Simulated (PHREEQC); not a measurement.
Consider water at 20 °C with 0.22 mol TMAH and 2.1e-05 mol H4SiO4 per kg of water. Closed to the air; pH follows from the charge balance.

Model: ion-association model, phreeqc.dat, run in PHREEQC.

Each row changes one thing in this solution. This is a speciation only: nothing precipitates in the calculation.

| case | pH | ionic strength (mol/kgw) | H2SiO4-2 (mol/kgw) | H3SiO4- (mol/kgw) | H4SiO4 (mol/kgw) | SI of Quartz (SiO2) |
|---|---|---|---|---|---|---|
| as made | 13.36 | 0.220 | 1.52e-5 | 5.84e-6 | 1.41e-9 | -4.77 |
| TMAH from 0.22 to 0.044 mol/kgw | 12.72 | 0.0440 | 6.34e-6 | 1.47e-5 | 1.84e-8 | -3.67 |
| temperature from 20 to 85 °C | 11.67 | 0.220 | 1.18e-5 | 9.19e-6 | 2.02e-8 | -4.42 |
| TMAH from 0.22 to 0.33 mol/kgw | 13.51 | 0.330 | 1.69e-5 | 4.14e-6 | 6.52e-10 | -5.09 |
| H4SiO4 from 2.1e-05 to 4.2e-05 mol/kgw | 13.36 | 0.220 | 3.03e-5 | 1.17e-5 | 2.83e-9 | -4.46 |
| TMAH from 0.22 to 0.198 mol/kgw | 13.31 | 0.198 | 1.47e-5 | 6.34e-6 | 1.72e-9 | -4.68 |
| 0.16 mol/kgw NaHCO3 added | 12.76 | 0.450 | 9.09e-6 | 1.19e-5 | 1.01e-8 | -3.89 |

(CH3)4N+ isn't in the database: it is added as a free cation with an ion size of 4 Å. Constants without temperature data keep their 25 °C values here.
